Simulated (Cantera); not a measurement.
Input (Python, Cantera) and output of one run.

```python
import numpy as np
import cantera as ct

gas_names = [...]  # 109 gases of nasa_gas.yaml made of C, Cl, H, Si
cond_names = """
    C(gr) C6H6(L) C7H8(L) C8H18(L),n-octa Si(cr) Si(L) SiC(b)
""".split()


# ... load() reads the species with a 1 bar reference pressure and builds the phases ...
atoms = {
    '(CH3)2SiCl2': {'C': 2, 'H': 6, 'Si': 1, 'CL': 2},
    'C2H4': {'C': 2, 'H': 4},
    'H2': {'H': 2},
}
top_T = {'C(gr)': 4500, 'SiC(b)': 3050}  # K; cautious upper limits of use, not melting points


# ... equilibrate(T, P, feed) seeds the gas with the atoms and calls Mixture.equilibrate('TP', solver="gibbs", rtol=1e-10, max_steps=50000) ...
results = []
feed = {'(CH3)2SiCl2': 1, 'C2H4': 0.31, 'H2': 3}  # mol
T = 900  # K
for P in [100, 320, 1000, 3200, 10000, 32000, 100000]:
    mix = equilibrate(T, P, feed)
    results.append((T, P, feed, dict(zip(mix.species_names, mix.species_moles))))

top = {s: max(r[3][s] / sum(r[3][g] for g in gas_names) for r in results) for s in gas_names}
cols = sorted((s for s in top if top[s] > 1e-05), key=lambda s: -top[s])[:9]
seen = [c for c in cond_names if any(r[3].get(c, 0) > 1e-12 for r in results)]
print("log10 of partial pressures in bar; condensed amounts in mol")
print(f"{'P/Pa':>10s}" + "".join(f"{s[:9]:>10s}" for s in cols + seen))
for T, P, feed, n in results:
    ng = sum(n[g] for g in gas_names)
    print(f"{P:10.4g}" + "".join(f"{np.log10(max(n[s] / ng * P / 1e5, 1e-99)):10.3f}" for s in cols)
          + "".join(f"{n.get(c, 0):10.4g}" for c in seen))
```

It prints:

```
log10 of partial pressures in bar; condensed amounts in mol
      P/Pa        H2       CH4       HCL     SiCL4    SiHCL3     SiCL3   SiH2CL2     C(gr)    SiC(b)
       100    -3.089    -6.684    -3.803    -4.556    -6.389    -7.226    -9.245     1.828    0.7907
       320    -2.573    -5.651    -3.391    -3.942    -5.670    -6.765    -8.421     1.883     0.732
      1000    -2.069    -4.644    -2.996    -3.370    -4.990    -6.336    -7.632     1.922    0.6817
      3200    -1.558    -3.622    -2.600    -2.808    -4.313    -5.914    -6.840     1.928    0.6384
     1e+04    -1.065    -2.637    -2.219    -2.267    -3.661    -5.509    -6.077     1.854    0.6027
   3.2e+04    -0.579    -1.664    -1.837    -1.713    -3.002    -5.093    -5.314     1.593    0.5712
     1e+05    -0.138    -0.782    -1.477    -1.157    -2.364    -4.676    -4.594      1.06    0.5444
```

Method: chemical equilibrium by Gibbs-energy minimisation in Cantera with the NASA 1993 tables (ideal gas, pure condensed phases). The feed counts by its element totals alone. The tables' values for SiCl3 are old estimates; treat these amounts as uncertain.
